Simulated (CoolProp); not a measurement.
A single-stage vapour-compression cycle with R410A: evaporating at 271.15 K (dew point), condensing at 335.15 K (bubble point), superheat 10 K, subcooling 5 K, compressor efficiency 0.6, no pressure losses. Each further row changes one setting.

Values from CoolProp's reference Helmholtz-energy equation of state, Lemmon 2003. It is a pseudo-pure fit of the blend.

| case | cooling COP | pressure ratio | discharge temperature (K) | refrigerating effect (kJ/kg) | volumetric capacity (kJ/m³) |
|---|---|---|---|---|---|
| as stated | 1.58 | 5.36 | 397.6 | 132 | 3540 |
| evaporating temperature 276.15 K | 1.79 | 4.58 | ? | ? | 4210 |
| condensing temperature 330.15 K | 1.83 | 4.81 | 389.5 | 142 | 3820 |
| subcooling 10 K | 1.72 | 5.36 | 397.6 | ? | 3850 |
| superheat 20 K | 1.60 | 5.36 | 410.1 | 142 | 3600 |
| compressor efficiency 0.5 | 1.32 | 5.36 | 411.3 | 132 | 3540 |

Problem. Complete the blanks.

Solution. 
- evaporating temperature 276.15 K, discharge temperature (K): 392.2
- evaporating temperature 276.15 K, refrigerating effect (kJ/kg): 134
- subcooling 10 K, refrigerating effect (kJ/kg): 143
